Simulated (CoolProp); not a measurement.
A single-stage vapour-compression cycle with R125: evaporating at 262.15 K (dew point), condensing at 309.15 K (bubble point), superheat 2 K, subcooling 2 K, compressor efficiency 0.65, no pressure losses. Each further row changes one setting.

The numbers come from the reference Helmholtz-energy equation of state, Lemmon 2005 in CoolProp.

| case | cooling COP | pressure ratio | discharge temperature (K) | refrigerating effect (kJ/kg) | volumetric capacity (kJ/m³) |
|---|---|---|---|---|---|
| as stated | (withheld) | 3.91 | 323.5 | 83.8 | 2420 |
| evaporating temperature 267.15 K | 2.96 | 3.30 | (withheld) | (withheld) | 2950 |
| condensing temperature 304.15 K | (withheld) | (withheld) | 317.7 | 91.0 | 2630 |
| subcooling 7 K | (withheld) | 3.91 | 323.5 | (withheld) | 2630 |
| superheat 12 K | (withheld) | 3.91 | 333.4 | 92.0 | 2520 |
| compressor efficiency 0.55 | 2.12 | 3.91 | 329.2 | 83.8 | 2420 |

Problem. Complete the blanks.

Solution. 
- as stated, cooling COP: 2.50
- evaporating temperature 267.15 K, discharge temperature (K): 322.0
- evaporating temperature 267.15 K, refrigerating effect (kJ/kg): 86.3
- condensing temperature 304.15 K, cooling COP: 2.98
- condensing temperature 304.15 K, pressure ratio: 3.45
- subcooling 7 K, cooling COP: 2.72
- subcooling 7 K, refrigerating effect (kJ/kg): 91.1
- superheat 12 K, cooling COP: 2.58
